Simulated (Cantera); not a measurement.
# Fluorocarbon and chlorocarbon gases: CCl₄ + Si

Input: 1 mol CCl₄, a varied amount of Si, at 973 K and 3.10 mbar.

Method: chemical equilibrium by Gibbs-energy minimisation in Cantera with the NASA 1993 tables (ideal gas, pure condensed phases). Candidate condensed phases: C, Si, SiC; 24 gas species. The tables' values for SiCl₃ are old estimates; treat these amounts as uncertain. Rates play no part.

```
n(Si) (mol)  log p SiCl₄  log p Cl₂  log p Cl  log p SiCl₃  log p SiCl₂  log p CCl₄  log p CCl₃  log p C₂Cl₄  n C(graphite)  n SiC(s)
-----------  -----------  ---------  --------  -----------  -----------  ----------  ----------  -----------  -------------  --------
0.14               -3.63      -2.54     -4.86       -11.93         <-14       -7.12      -10.24       -10.27          1.000         0
0.18               -3.51      -2.56     -4.87       -11.80         <-14       -7.15      -10.26       -10.29          1.000         0
0.22               -3.42      -2.57     -4.87       -11.70         <-14       -7.17      -10.28       -10.31          1.000         0
0.28               -3.30      -2.59     -4.88       -11.57         <-14       -7.21      -10.31       -10.35          1.000         0
0.35               -3.18      -2.61     -4.90       -11.44         <-14       -7.26      -10.35       -10.41          1.000         0
0.44               -3.06      -2.65     -4.92       -11.30         <-14       -7.34      -10.41       -10.49          1.000         0
0.54               -2.94      -2.71     -4.95       -11.15         <-14       -7.46      -10.49       -10.60          1.000         0
0.68               -2.80      -2.83     -5.00       -10.95         <-14       -7.69      -10.66       -10.83          1.000         0
0.85               -2.64      -3.09     -5.14       -10.66         <-14       -8.22      -11.07       -11.37          1.000         0
1.1                -2.51     -13.84    -10.51        -5.16        -6.35        <-14        <-14         <-14          0.901    0.0994
1.3                -2.51     -13.84    -10.51        -5.16        -6.35        <-14        <-14         <-14          0.701     0.299
1.7                -2.51     -13.84    -10.51        -5.16        -6.35        <-14        <-14         <-14          0.301     0.699
```
log p: log10 of the partial pressure in bar; n: condensed amount in mol.

From 0.14 mol Si to 0.85 mol Si the condensed part is C(graphite). From 1.1 mol Si to 1.7 mol Si the condensed part is C(graphite) + SiC(s). The main Si-bearing gas is SiCl₄ throughout.
